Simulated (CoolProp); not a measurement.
A single-stage vapour-compression cycle with R143a: evaporating at 259.15 K (dew point), condensing at 280.15 K (bubble point), superheat 5 K, subcooling 2 K, compressor efficiency 0.6, no pressure losses. Each further row changes one setting.

Computed with CoolProp (reference Helmholtz-energy equation of state, Lemmon and Jacobsen 2000).

```json
[
 {"case": "as stated", "cooling COP": "6.69", "pressure ratio": "1.96", "discharge temperature (K)": "298.6", "refrigerating effect (kJ/kg)": "178", "volumetric capacity (kJ/m³)": "2990"},
 {"case": "evaporating temperature 264.15 K", "cooling COP": "9.13", "pressure ratio": "1.65", "discharge temperature (K)": "295.1", "refrigerating effect (kJ/kg)": "181", "volumetric capacity (kJ/m³)": "3580"},
 {"case": "condensing temperature 275.15 K", "cooling COP": "9.01", "pressure ratio": "1.69", "discharge temperature (K)": "290.8", "refrigerating effect (kJ/kg)": "185", "volumetric capacity (kJ/m³)": "3110"},
 {"case": "subcooling 7 K", "cooling COP": "6.97", "pressure ratio": "1.96", "discharge temperature (K)": "298.6", "refrigerating effect (kJ/kg)": "185", "volumetric capacity (kJ/m³)": "3110"},
 {"case": "superheat 15 K", "cooling COP": "6.68", "pressure ratio": "1.96", "discharge temperature (K)": "309.1", "refrigerating effect (kJ/kg)": "188", "volumetric capacity (kJ/m³)": "2990"},
 {"case": "compressor efficiency 0.5", "cooling COP": "5.57", "pressure ratio": "1.96", "discharge temperature (K)": "303.4", "refrigerating effect (kJ/kg)": "178", "volumetric capacity (kJ/m³)": "2990"}
]
```
